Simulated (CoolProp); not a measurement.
Hydrogen chloride at several states: density (kg/m³) from the reference equation and from simpler models built on Tc = 324.7 K, pc = 83.14 bar, ω = 0.130; each cubic takes its own stable root.

Model: reference Helmholtz-energy equation of state, Thol 2018, in CoolProp.

```csv
T (K),p (bar),phase,reference
341,0.23,gas,0.2960
615.4,164,supercritical,124.1
612.7,0.228,gas,0.1632
246.5,74.9,liquid,1040
667.8,19.1,gas,12.62
```

Q: How far does each simpler model (van der Waals, Peng-Robinson) lie from the reference over these 5 states: mean and median of the absolute difference, and the worst?

A: 
- van der Waals: mean 8.6 %, median 0.2 %, worst -39.7 % at 246.5 K and 74.9 bar
- Peng-Robinson: mean 0.6 %, median 0.1 %, worst -1.7 % at 246.5 K and 74.9 bar
